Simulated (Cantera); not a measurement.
Cantera run:

```python
import numpy as np
import cantera as ct

gas_names = """
    C CH CH2 CH3 CH2OH CH3O CH4 CH3OH CN CO CO2 COOH C2 C2H CHCO,ketyl C2H2,acetylene C2H2,vinylidene
    CH2CO,ketene C2H3,vinyl CH3CN CH3CO,acetyl C2H4 C2H4O,ethylen CH3CHO,ethanal CH3COOH (HCOOH)2 C2H5
    C2H6 CH3OCH3 C2H5OH CCN CNC C2N2 C2O C3 C3H3,propargyl C3H4,allene C3H4,propyne C3H4,cyclo-
    C3H5,allyl C3H6,propylene C3H6,cyclo- C3H6O C3H7,n-propyl C3H7,i-propyl C3H8 C3H8O,1propanol
    C3H8O,2propanol C3O2 C4 C4H2 C4H4,1,3-cyclo- C4H6,butadiene C4H6,2-butyne C4H6,cyclo- C4H8,1-butene
    C4H8,cis2-buten C4H8,tr2-butene C4H8,isobutene C4H8,cyclo- (CH3COOH)2 C4H9,n-butyl C4H9,i-butyl
    C4H9,s-butyl C4H9,t-butyl C4H10,isobutane C4H10,n-butane C4N2 C5 C5H6,1,3cyclo- C5H8,cyclo-
    C5H10,1-pentene C5H10,cyclo- C5H11,pentyl C5H11,t-pentyl C5H12,n-pentane C5H12,i-pentane
    CH3C(CH3)2CH3 C6H2 C6H5,phenyl C6H5O,phenoxy C6H6 C6H5OH,phenol C6H10,cyclo- C6H12,1-hexene
    C6H12,cyclo- C6H13,n-hexyl C7H7,benzyl C7H8 C7H8O,cresol C7H14,1-heptene C7H15,n-heptyl
    C7H16,n-heptane C8H8,styrene C8H10,ethylbenz C8H16,1-octene C8H17,n-octyl C8H18,isooctane
    C8H18,n-octane C9H19,n-nonyl C10H8,naphthale C10H21,n-decyl C12H9,o-bipheny C12H10,bipheny H HCN HCO
    HCCN HNC HNCO HNO HNO2 HNO3 HO2 H2 HCHO,formaldehy HCOOH H2O H2O2 N NCO NH NH2 NH3 NH2OH NO NO2 NO3
    N2 N2H2 N2H4 N2O O OH O2 O3 Si SiC SiC2 SiC4H12 SiH SiH2 SiH3 SiH4 SiN SiO SiO2 Si2 Si2C Si2N Si3
""".split()
cond_names = """
    C(gr) C6H6(L) C7H8(L) C8H18(L),n-octa H2O(s) H2O(L) Si(cr) Si(L) SiC(b) SiO2(Lqz) SiO2(hqz) SiO2(L)
    Si2N2O(s) Si3N4(a)
""".split()


def load(file, names, dense=False):
    # The tables refer to 1 bar. Condensed volumes are neglected.
    table = {s.name: s for s in ct.Species.list_from_file(file)}
    out = []
    for n in names:
        d = dict(table[n].input_data)
        d["thermo"] = dict(d["thermo"], **{"reference-pressure": 1e5})
        if dense:
            d["equation-of-state"] = {"model": "constant-volume", "density": "1e6 g/cm^3"}
        out.append(ct.Species.from_dict(d))
    return out


gas = ct.Solution(thermo="ideal-gas", species=load("nasa_gas.yaml", gas_names))
cond = {s.name: ct.Solution(thermo="fixed-stoichiometry", species=[s], name=s.name)
        for s in load("nasa_condensed.yaml", cond_names, dense=True)}
atoms = {
    'SiC': {'Si': 1, 'C': 1},
    'N2O': {'N': 2, 'O': 1},
    'H2': {'H': 2},
}
top_T = {'C(gr)': 4500, 'SiC(b)': 3050, 'Si2N2O(s)': 2100, 'Si3N4(a)': 2400}  # K; cautious upper limits of use, not melting points


def equilibrate(T, P, feed):
    n = {}
    for name, mol in feed.items():
        for a, k in atoms[name].items():
            n[a] = n.get(a, 0.0) + k * mol
    gas.TPX = T, P, n
    mass = sum(n.values()) * gas.mean_molecular_weight
    gas.equilibrate("TP")
    valid = [c for c in cond.values() if c.min_temp <= T <= top_T.get(c.name, c.max_temp)]
    mix = ct.Mixture([(gas, mass / gas.mean_molecular_weight)] + [(c, 0.0) for c in valid])
    mix.T, mix.P = T, P
    mix.equilibrate("TP", solver="vcs", rtol=1e-11, max_steps=5000)
    return mix


results = []
feed = {'SiC': 1, 'N2O': 1.1, 'H2': 7.2}  # mol
T = 1075  # K
for P in [0.1, 1, 10, 100, 1000, 10000, 100000, 1000000]:
    mix = equilibrate(T, P, feed)
    results.append((T, P, feed, dict(zip(mix.species_names, mix.species_moles))))

top = {s: max(r[3][s] / sum(r[3][g] for g in gas_names) for r in results) for s in gas_names}
cols = sorted((s for s in top if top[s] > 0.001), key=lambda s: -top[s])[:6]
seen = [c for c in cond_names if any(r[3].get(c, 0) > 1e-12 for r in results)]
print("log10 of partial pressures in bar; condensed amounts in mol")
print(f"{'P/Pa':>10s}" + "".join(f"{s[:9]:>10s}" for s in cols + seen))
for T, P, feed, n in results:
    ng = sum(n[g] for g in gas_names)
    print(f"{P:10.4g}" + "".join(f"{np.log10(max(n[s] / ng * P / 1e5, 1e-99)):10.3f}" for s in cols)
          + "".join(f"{n.get(c, 0):10.4g}" for c in seen))
```

Output:

```
log10 of partial pressures in bar; condensed amounts in mol
      P/Pa        H2       CH4        N2        CO     C(gr) SiO2(hqz) Si2N2O(s)
       0.1    -6.067   -13.480    -7.146    -7.146       0.4         0       0.5
         1    -5.067   -11.480    -6.146    -6.146       0.4         0       0.5
        10    -4.067    -9.480    -5.146    -5.146    0.3999         0       0.5
       100    -3.067    -7.479    -4.143    -4.155    0.4128  0.008676    0.4957
      1000    -2.051    -5.447    -3.029    -3.784    0.8642    0.3113    0.3444
     1e+04    -1.049    -3.443    -2.005    -3.443    0.9423    0.3806    0.3097
     1e+05    -0.064    -1.474    -0.987    -3.103    0.7341    0.3955    0.3023
     1e+06     0.871     0.155     0.056    -2.996         0    0.3988    0.3006
```

These are equilibrium values from Cantera (NASA tables, ideal gas, pure condensed phases), not measurements of a reactor. Mutual solubility and eutectic melting of coexisting phases are not modelled.
